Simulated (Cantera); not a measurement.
A closed system holds: 1 mol Nb2O5, 1.2 mol H2, 0.12 mol H2O, equilibrated at 0.710 bar.

These are equilibrium values from Cantera (NASA tables, ideal gas, pure condensed phases), not measurements of a reactor. Candidate condensed phases: H2O, Nb, NbO, NbO2, Nb2O5; 12 gas species. Mutual solubility and eutectic melting of coexisting phases are not modelled. Condensed phases not in the tables: the oxides between NbO2 and Nb2O5. Kinetics and transport are ignored.

x: gas mole fraction; n: condensed amount in mol.

```tsv
T (K)	x H2	x H2O	x H	x OH	x NbO2	x O	n NbO2(s)	n Nb2O5(s)	n Nb2O5(l)
1548	0.898	0.102	3.46e-5	1.31e-7	3.49e-10	4.30e-12	0.0290	0.986	0
1598	0.880	0.120	5.93e-5	3.13e-7	1.36e-9	1.75e-11	0.0755	0.962	0
1648	0.861	0.138	9.81e-5	7.08e-7	4.87e-9	6.58e-11	0.125	0.937	0
1698	0.841	0.158	0.000157	1.52e-6	1.61e-8	2.28e-10	0.178	0.911	0
1748	0.820	0.179	0.000246	3.13e-6	4.97e-8	7.38e-10	0.234	0.883	0
1798	0.807	0.193	[?]	[?]	[?]	[?]	[?]	0	0.865
1848	0.816	0.184	[?]	[?]	[?]	[?]	[?]	0	0.877
1898	0.824	0.175	0.000842	1.46e-5	1.01e-6	1.12e-8	0.222	0	0.889
1948	0.833	0.166	0.00122	2.20e-5	2.46e-6	2.40e-8	0.198	0	0.901
1998	0.841	0.157	0.00175	3.24e-5	5.75e-6	4.92e-8	0.175	0	0.913
```

### Question
Some entries are withheld; supply them.

### Answer

- 1848, x H: 0.000568
- 1848, x OH: 9.42e-6
- 1848, x NbO2: 3.90e-7
- 1848, x O: 5.01e-9
- 1848, n NbO2(s): 0.246
- 1798, x H: 0.000375
- 1798, x OH: 5.90e-6
- 1798, x NbO2: 1.43e-7
- 1798, x O: 2.13e-9
- 1798, n NbO2(s): 0.270
